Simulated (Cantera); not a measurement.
An isothermal, constant-pressure homogeneous reactor starts with C₂H₆ : N₂ = 1 : 4 (molar parts), at 1850 K and 5.03 Torr.

Cantera simulation using GRI-Mech 3.0 (53 species, 325 reactions); the numbers are that mechanism's predictions, not measurements. GRI-Mech 3.0 stops at C3 and has no aromatics, soot or wall deposition, so with more carbon than oxygen in the feed, carbon stays in small species such as C2H2 where larger ones or solid carbon would form. Radical loss at walls, strong at low pressure, is not modelled.

Q: Predict: x(H) at 20.0 s; x(HCN) at 20.0 s; x(H₂) at 20.0 s; x(C₂H) at 20.0 s.

A: 
```json
{
 "x(H) at 20.0 s": "0.00353 (gas-phase equilibrium 0.00353)",
 "x(HCN) at 20.0 s": "0.000108 (gas-phase equilibrium 0.127)",
 "x(H₂) at 20.0 s": "0.283 (gas-phase equilibrium 0.283)",
 "x(C₂H) at 20.0 s": "1.91e-5 (gas-phase equilibrium 1.06e-5)"
}
```
